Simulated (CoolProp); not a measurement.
Values from CoolProp's reference Helmholtz-energy equation of state, Lemmon 2006. It is a short technical equation, of lower accuracy than the large ones.

Problem. For C2F6 (R116), give the phase and the cv (kJ/(kg K)), Joule-Thomson coefficient (K/MPa) at 318.4 K and 0.101 MPa; 398.3 K and 0.101 MPa; 425 K and 0.101 MPa.

Solution. 
- 318.4 K and 0.101 MPa: gas; cv 0.743, Joule-Thomson coefficient 6.89
- 398.3 K and 0.101 MPa: gas; cv 0.849, Joule-Thomson coefficient 3.83
- 425 K and 0.101 MPa: gas; cv 0.878, Joule-Thomson coefficient 3.25
